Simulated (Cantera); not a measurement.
## Premixed flame

A freely propagating, adiabatic, planar premixed flame of CH₄ : H₂ : O₂ : N₂ = 1 : 1.1 : 3.7 : 16.3 (molar parts), unburnt at 675 K and 0.900 bar; unity-Lewis-number transport, grid criteria slope 0.08 and curve 0.16, no radiation.

Computed with Cantera and GRI-Mech 3.0 (53 species, 325 reactions). Unity Lewis numbers drop preferential diffusion, which matters most where H2 and H carry the flame. Burning velocities carry a grid error of a few per cent, more on coarse grids.

```
z (mm)   T (K)  u (m/s)     x CH₄     x H₂    x O₂    x NO₂      x CO    x HCN
-------  -----  -------  --------  -------  ------  -------  --------  -------
-1.12      675     1.38    0.0452   0.0498   0.167    <1e-8   1.12e-5    <1e-8
-0.744     678     1.39    0.0451   0.0497   0.167    <1e-8   8.58e-5    <1e-8
-0.558     686     1.40    0.0448   0.0495   0.167    <1e-8  0.000280    <1e-8
-0.372     723     1.48    0.0431   0.0484   0.163  1.60e-8   0.00129  1.37e-8
-0.186     932     1.91    0.0336   0.0423   0.145  2.07e-8   0.00709  7.57e-8
-0.0930   1204     2.47    0.0203   0.0338   0.119    <1e-8    0.0152  1.67e-7
0         1511     3.10   0.00522   0.0205  0.0855    <1e-8    0.0238  2.97e-7
0.0930    1652     3.38  0.000441  0.00993  0.0668    <1e-8    0.0226  2.29e-7
0.186     1709     3.49   2.47e-5  0.00694  0.0614    <1e-8    0.0180  9.78e-8
0.372     1780     3.62   1.37e-7  0.00583  0.0579    <1e-8    0.0120  1.53e-8
0.744     1860     3.76     <1e-8  0.00436  0.0554    <1e-8   0.00711    <1e-8
1.49      1929     3.87     <1e-8  0.00256  0.0540    <1e-8   0.00405    <1e-8
2.98      1974     3.95     <1e-8  0.00126  0.0533    <1e-8   0.00207    <1e-8
```
x: mole fraction of selected species; z is measured from the peak of heat release.

```json
{
  "laminar_burning_velocity": "138 cm/s",
  "thermal_thickness": "0.372 mm",
  "peak x(CO)": "0.0244",
  "peak x(HCN)": "3.07e-7",
  "grid_points": "124"
}
```
